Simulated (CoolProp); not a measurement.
Methane at 339.59 K and 5.56 MPa is compressed adiabatically to 39.2 MPa with isentropic efficiency 0.8. Each further row changes one setting.

The numbers come from the reference Helmholtz-energy equation of state, Setzmann 1991 in CoolProp.

```tsv
case	work (kJ/kg)	final temperature (K)	final density (kg/m³)
as stated	543	548.9	___
efficiency 1	434	___	130
efficiency 0.65	___	___	114
```

Question: What belongs in the gaps?

Answer: 
- as stated, final density (kg/m³): 122
- efficiency 1, final temperature (K): 516.9
- efficiency 0.65, work (kJ/kg): 668
- efficiency 0.65, final temperature (K): 585.0
